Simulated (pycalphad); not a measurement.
Source of the numbers: pycalphad with the COST 507 light-alloy database (1999); pressure 1 atm. The database dates from 1999; later assessments differ in places, in temperatures and in the compounds included. Diffusion is slow at the low end, where real alloys seldom reach equilibrium.

Question: How does the equilibrium phase assembly of Hf-1.79C (at.%) change on cooling from 3027 °C to 227 °C?

Answer: 
```json
[
 {"T (°C)": "2219.8", "phases above": "liquid", "phases below": "hcp + liquid"},
 {"T (°C)": "2206.3", "phases above": "hcp + liquid", "phases below": "bcc + hcp"},
 {"T (°C)": "1945.3", "phases above": "bcc + hcp", "phases below": "hcp"},
 {"T (°C)": "386.5", "phases above": "hcp", "phases below": "fcc + hcp"}
]
```
Changes were sought between steps of 50 K, so a narrower field can be missed.

The fcc model also describes the rock-salt carbide or nitride (TiC, TiN, HfC).
